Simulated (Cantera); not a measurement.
**Low-pressure radical oxidation in H2/O2**

An isothermal, constant-pressure homogeneous reactor starts with H2 : O2 : N2 = 0.013 : 1 : 2.7 (molar parts), at 1450 K and 6.15 Torr.

Detailed kinetics in Cantera: the H2/O2 subset of GRI-Mech 3.0, which has no nitrogen chemistry. Radical loss at walls, strong at low pressure, is not modelled.

```
t (s)         x H2   x O2      x OH    x H2O2       x O
--------  --------  -----  --------  --------  --------
3.00e-5    0.00350  0.269  1.07e-10    <1e-12  1.07e-10
8.77e-5    0.00350  0.269  7.65e-10    <1e-12  7.69e-10
0.000256   0.00350  0.269   4.34e-9    <1e-12   4.42e-9
0.000750   0.00350  0.269   1.97e-8  6.46e-12   2.08e-8
0.00219    0.00350  0.269   1.14e-7  3.82e-11   1.26e-7
0.00641    0.00350  0.269   3.10e-6  1.60e-10   3.54e-6
0.0187    0.000456  0.266  0.000885   3.20e-9   0.00234
0.0548     1.70e-5  0.266  0.000509   1.40e-9   0.00302
0.160      1.66e-5  0.266  0.000502   1.38e-9   0.00294
0.468      1.54e-5  0.266  0.000484   1.33e-9   0.00272
1.37       1.26e-5  0.267  0.000438   1.21e-9   0.00220
4.00       7.65e-6  0.267  0.000342  9.21e-10   0.00131
11.7       2.81e-6  0.268  0.000207  4.86e-10  0.000468
34.2       6.46e-7  0.268   9.95e-5  1.59e-10  0.000106
100        1.40e-7  0.268   4.63e-5  4.38e-11   2.28e-5
```
x: mole fraction; the columns are a selection and need not sum to one.

Equilibrium at this temperature and pressure: H2 7.10e-8, O2 0.268, OH 3.30e-5, H2O2 2.52e-11, O 1.16e-5 (gas phase only).
